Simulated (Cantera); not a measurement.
An adiabatic, constant-volume homogeneous reactor starts with 6.00 % CO, 1.44 % H2, 5.88 % CH4, 18.2 % O2, 68.4 % N2, equivalence ratio 0.85, at 1750 K and 100000 Pa.

Detailed kinetics in Cantera: GRI-Mech 3.0 (53 species, 325 reactions).

Problem. Predict: time of steepest temperature rise; temperature at 7.00 s; equilibrium temperature; x(CO) at 7.00 s; x(H2) at 7.00 s; x(HCN) at 7.00 s; x(O) at 7.00 s; x(H) at 7.00 s.

Solution. 
```json
{
 "time_of_steepest_temperature_rise": "87.9 µs",
 "temperature at 7.00 s": "2909 K",
 "equilibrium_temperature": "2909 K",
 "x(CO) at 7.00 s": "0.0550 (gas-phase equilibrium 0.0550)",
 "x(H2) at 7.00 s": "0.0123 (gas-phase equilibrium 0.0123)",
 "x(HCN) at 7.00 s": "2.14e-9 (gas-phase equilibrium 2.14e-9)",
 "x(O) at 7.00 s": "0.0129 (gas-phase equilibrium 0.0129)",
 "x(H) at 7.00 s": "0.0102 (gas-phase equilibrium 0.0102)"
}
```
